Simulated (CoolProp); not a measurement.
Saturation properties of acetone.

Model: reference Helmholtz-energy equation of state, Lemmon 2006, in CoolProp. It is a short technical equation, of lower accuracy than the large ones.

| T (°C) | p (kPa) | vapour density (kg/m³) | liquid cp (kJ/(kg K)) |
|---|---|---|---|
| 62.05 | ___ | 2.740 | 2.248 |
| 74.45 | 182.8 | 3.968 | 2.290 |
| 86.85 | 261.9 | 5.597 | 2.336 |
| 99.25 | 365.2 | 7.720 | 2.386 |
| 111.65 | 497.2 | 10.45 | 2.442 |
| 124.15 | 664.5 | 13.96 | 2.504 |
| 136.55 | 869.4 | ___ | 2.575 |
| 148.95 | ___ | 23.93 | 2.658 |
| 161.35 | 1419 | 30.99 | 2.758 |
| 173.75 | ___ | 40.03 | 2.884 |
| 186.15 | 2199 | ___ | 3.055 |
| 198.55 | 2695 | ___ | 3.316 |
| 210.95 | 3274 | 90.04 | ___ |
| 223.35 | ___ | 126.3 | 5.230 |

Problem. Complete the blanks.

Solution. 
- 62.05, p (kPa): 123.8
- 136.55, vapour density (kg/m³): 18.36
- 148.95, p (kPa): 1119
- 173.75, p (kPa): 1777
- 186.15, vapour density (kg/m³): 51.79
- 198.55, vapour density (kg/m³): 67.58
- 210.95, liquid cp (kJ/(kg K)): 3.800
- 223.35, p (kPa): 3951

It boils at 56.1 °C under 1 atm.
